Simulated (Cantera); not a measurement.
**Equilibrium for halide evaporation, hydrolysis and transport: PbF2 + H2**

Input: 1 mol PbF2, 21 mol H2, held at 0.00470 bar.

Method: chemical equilibrium by Gibbs-energy minimisation in Cantera with the NASA 1993 tables (ideal gas, pure condensed phases). Candidate condensed phases: Pb, PbF2; 16 gas species. Rates play no part.

From 750 K to 1050 K the condensed part is Pb(l). From 1150 K to 1450 K nothing is condensed. The main Pb-bearing gas is Pb throughout.

| T (K) | x H2 | x HF | x Pb | x H | n Pb(l) |
|---|---|---|---|---|---|
| 750 | 0.909 | 0.0909 | 2.02e-6 | 4.40e-12 | 1.000 |
| 850 | 0.909 | 0.0909 | 6.77e-5 | 2.85e-10 | 0.999 |
| 950 | 0.908 | 0.0908 | 0.00107 | 7.73e-9 | 0.976 |
| 1050 | 0.900 | 0.0900 | 0.00990 | 1.12e-7 | 0.780 |
| 1150 | 0.870 | 0.0869 | 0.0435 | 1.01e-6 | 0 |
| 1250 | 0.870 | 0.0869 | 0.0435 | 6.58e-6 | 0 |
| 1350 | 0.870 | 0.0869 | 0.0435 | 3.24e-5 | 0 |
| 1450 | 0.869 | 0.0869 | 0.0435 | 0.000129 | 0 |
x: gas mole fraction; n: condensed amount in mol.
